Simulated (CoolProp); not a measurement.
Values from CoolProp's reference Helmholtz-energy equation of state, Thol 2017.

Problem. For octamethyltrisiloxane (MDM), give the phase and the cp (kJ/(kg K)), cv (kJ/(kg K)) at 575 K and 2.61 MPa; 575 K and 6.53 MPa.

Solution. 
- 575 K and 2.61 MPa: supercritical; cp 2.66, cv 2.14
- 575 K and 6.53 MPa: supercritical; cp 2.41, cv 2.12
